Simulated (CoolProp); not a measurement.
The numbers come from the reference Helmholtz-energy equation of state, Thol 2017 in CoolProp.

Task: Give the vapour pressure (bar), liquid density (kg/m³), vapour density (kg/m³), enthalpy of vaporisation (kJ/kg) of saturated octamethyltrisiloxane (MDM) at 293 K.

Result: 
```tsv
T (K)	p (bar)	liquid density (kg/m³)	vapour density (kg/m³)	enthalpy of vaporisation (kJ/kg)
293	0.00354	820	0.0344	206
```
